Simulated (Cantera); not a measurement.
Input (Python, Cantera) and output of one run.

```python
import numpy as np
import cantera as ct

gas_names = """
    B BCL BCL2 BCL3 BO BOCL BO2 B2 B2O B2O2 B2O3 B3O3CL3 CL CLO CL2 O O2 O3 Si SiCL SiCL2 SiCL3 SiCL4
    SiO SiO2 Si2 Si3
""".split()
cond_names = """
    B(b) B(L) B2O3(L) Si(cr) Si(L) SiO2(Lqz) SiO2(hqz) SiO2(L)
""".split()


# ... load() reads the species with a 1 bar reference pressure and builds the phases ...
atoms = {
    'B2O3': {'B': 2, 'O': 3},
    'SiCl4': {'Si': 1, 'CL': 4},
    'O2': {'O': 2},
}
top_T = {}  # K; cautious upper limits of use, not melting points


# ... equilibrate(T, P, feed) seeds the gas with the atoms and calls Mixture.equilibrate('TP', solver="vcs", rtol=1e-11, max_steps=5000) ...
results = []
feed = {'B2O3': 1, 'SiCl4': 2.7, 'O2': 0.96}  # mol
T = 1125  # K
P = 1000  # Pa
mix = equilibrate(T, P, feed)
results.append((T, P, feed, dict(zip(mix.species_names, mix.species_moles))))
print(gas.report(threshold=0.0001))
for i in range(1, mix.n_phases):
    print(f"{mix.phase(i).name:16s} {mix.phase_moles(i):12.5e} mol")
```

It prints:

```
       temperature   1125 K
          pressure   1000 Pa
           density   0.011252 kg/m^3
  mean mol. weight   105.25 kg/kmol
   phase of matter   gas

                          1 kg             1 kmol
                     ---------------   ---------------
          enthalpy       -2.3978e+06       -2.5236e+08  J
   internal energy       -2.4867e+06       -2.6171e+08  J
           entropy            3810.2        4.0101e+05  J/K
    Gibbs function       -6.6842e+06       -7.0349e+08  J
 heat capacity c_p            656.21             69063  J/K
 heat capacity c_v            577.21             60749  J/K

                      mass frac. Y      mole frac. X     chem. pot. / RT
                     ---------------   ---------------   ---------------
              BCL3           0.37532           0.33715           -88.742
           B3O3CL3          0.090123          0.050783           -239.56
                CL         0.0047024          0.013961           -17.379
               CL2           0.31193           0.46303           -34.757
             SiCL4           0.21787           0.13497           -124.32
     [  +22 minor]        5.6281e-05        9.5082e-05

B(b)              0.00000e+00 mol
B2O3(L)           0.00000e+00 mol
Si(cr)            0.00000e+00 mol
SiO2(hqz)         2.14864e+00 mol
```

These are equilibrium values from Cantera (NASA tables, ideal gas, pure condensed phases), not measurements of a reactor. The tables' values for BOCl are old estimates; treat these amounts as uncertain.
